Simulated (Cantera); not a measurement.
Input: 1 mol MgCl2, a varied amount of H2, 5.5 mol H2O, at 1523.15 K and 1000 Pa.

These are equilibrium values from Cantera (NASA tables, ideal gas, pure condensed phases), not measurements of a reactor. Candidate condensed phases: H2O, Mg, MgCl2, MgO, Mg(OH)2; 22 gas species. Equilibrium is a limit: real reactors are often held back by kinetics, nucleation or transport.

x: gas mole fraction; n: condensed amount in mol.

```csv
n(H2) (mol),x H2,x H2O,x HCl,x MgCl2,x H,n MgO(s)
8.1,0.555,0.309,0.136,0.000400,0.000172,0.994
16,0.711,0.200,0.0883,0.000260,0.000195,0.994
25,0.793,[?],[?],[?],0.000206,0.994
33,0.835,0.114,0.0503,0.000148,0.000212,0.994
41,0.863,0.0949,0.0418,0.000123,0.000215,0.994
49,0.883,0.0812,0.0358,0.000105,0.000218,0.994
58,0.899,0.0699,0.0308,9.06e-5,0.000220,0.994
66,0.910,[?],[?],[?],0.000221,0.994
74,0.919,0.0560,0.0247,7.26e-5,0.000222,0.994
```

Task: What belongs in the gaps?

Result: 
- 25, x H2O: 0.143
- 25, x HCl: 0.0631
- 25, x MgCl2: 0.000186
- 66, x H2O: 0.0621
- 66, x HCl: 0.0274
- 66, x MgCl2: 8.06e-5
